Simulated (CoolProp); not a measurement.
Properties of CHF3 (R23) along the isobar 0.499 MPa (Tc = 299.3 K, pc = 4.832 MPa, ω = 0.263).

Model: reference Helmholtz-energy equation of state, Penoncello 2003, in CoolProp.

```csv
T (K),phase,density (kg/m³),cp (kJ/(kg K)),Joule-Thomson coefficient (K/MPa),isothermal compressibility (1/MPa),Prandtl number
288.1,gas,?,?,14.26,2.099,0.806
300.6,gas,14.53,0.7717,12.53,?,0.811
313.1,gas,13.87,0.7833,11.10,2.073,0.818
325.5,gas,13.29,0.7963,9.912,2.063,0.827
338,gas,12.75,?,8.900,2.055,0.836
350.4,gas,12.26,0.8246,8.040,2.049,?
362.9,gas,11.80,0.8395,7.291,2.043,0.855
375.3,gas,11.39,0.8544,6.644,2.038,0.864
387.8,gas,11.00,0.8695,6.073,2.034,0.874
400.3,gas,10.64,?,5.569,2.031,0.883
412.7,gas,10.30,0.8992,5.126,2.028,0.892
425.2,gas,9.985,?,4.728,2.025,0.901
437.6,gas,9.690,0.9282,4.374,2.022,0.910
450.1,gas,9.411,0.9424,4.052,2.020,0.918
462.5,gas,9.150,0.9562,?,2.018,0.926
475,gas,8.902,0.9697,3.502,2.017,0.933
```

**Question.** What belongs in the gaps?

**Answer.** 
- 288.1, density (kg/m³): 15.26
- 288.1, cp (kJ/(kg K)): 0.7622
- 300.6, isothermal compressibility (1/MPa): 2.084
- 338, cp (kJ/(kg K)): 0.8102
- 350.4, Prandtl number: 0.845
- 400.3, cp (kJ/(kg K)): 0.8845
- 425.2, cp (kJ/(kg K)): 0.9139
- 462.5, Joule-Thomson coefficient (K/MPa): 3.765

Viscosity comes from a separate model (Shan 2000). Thermal conductivity comes from a separate model (Shan 2000).
